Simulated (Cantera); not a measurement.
A closed system holds: 1 mol AlI3, 84 mol N2, 73 mol H2, 1.1 mol N2O, equilibrated at 1.00 bar.

Method: chemical equilibrium by Gibbs-energy minimisation in Cantera with the NASA 1993 tables (ideal gas, pure condensed phases). Candidate condensed phases: Al, AlI3, AlN, Al2O3, H2O, I2; 41 gas species. Mutual solubility and eutectic melting of coexisting phases are not modelled. The numbers say what is thermodynamically allowed, not how fast it happens.

Problem. At 1573 K, list the 4 most abundant gas species with their mole fractions, and the condensed phases.

Solution. N2 0.531, H2 0.450, HI 0.0115, I 0.00710. Condensed: AlN(s) + Al2O3(s).
